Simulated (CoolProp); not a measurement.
Vapour pressure (bar) of fluoroethane (R161): the reference equation beside estimates from Tc = 375.2 K, pc = 50.10 bar, ω = 0.216. Clausius-Clapeyron is anchored at 302.1 K with a constant enthalpy of vaporisation of 16.00 kJ/mol.

Values from CoolProp's reference Helmholtz-energy equation of state, Wu 2012.

```csv
T (K),reference,Lee-Kesler,Clausius-Clapeyron,Soave-Redlich-Kwong
265.1,3.320,3.322,4.226,3.321
274.4,4.551,4.566,5.405,4.566
283.6,6.080,6.109,6.786,6.117
292.8,7.966,8.008,8.399,8.035
302.1,10.28,10.34,10.28,10.40
311.3,13.03,13.09,12.41,13.20
320.5,16.28,16.35,14.82,16.52
329.8,20.14,20.22,17.56,20.47
339,24.58,24.68,20.57,25.00
```

Absolute difference from the reference over all 9 rows, mean and median: Lee-Kesler 0.4 and 0.4 %, Clausius-Clapeyron 11.8 and 11.6 %, Soave-Redlich-Kwong 1.0 and 1.2 %.
